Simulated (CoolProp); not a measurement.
Vapour-liquid equilibrium of propane (1) + isobutane (2) at 251 K; x and y are mole fractions of (1).

Model: multi-fluid Helmholtz-energy mixture model, Lemmon 2009 and Bücker 2006; pair parameters Kunz 2012, in CoolProp.

```
x      bubble pressure (MPa)  y at the bubble point  dew pressure at overall composition x (MPa)  liquid density (mol/L)
-----  ---------------------  ---------------------  -------------------------------------------  ----------------------
0.05                 0.07406                  0.148                                      0.06863                   10.51
0.125                0.08571                  0.317                                      0.07271                   10.65
0.2                  0.09719                  0.446                                      0.07730                   10.80
0.275                 0.1086                  0.547                                      0.08248                   10.95
0.35                  0.1201                  0.630                                      0.08837                   11.11
0.425                 0.1316                  0.700                                      0.09514                   11.26
0.5                   0.1434                  0.759                                       0.1030                   11.43
0.575                 0.1553                  0.810                                       0.1122                   11.60
0.65                  0.1674                  0.855                                       0.1231                   11.77
0.725                 0.1797                  0.893                                       0.1364                   11.95
0.8                   0.1922                  0.928                                       0.1528                   12.13
0.875                 0.2049                  0.958                                       0.1736                   12.31
0.95                  0.2176                  0.984                                       0.2014                   12.50
```

No azeotrope shows between x = 0.05 and 0.95.

Pair parameters are fitted to limited data, so mixtures are less certain than the pure fluids.
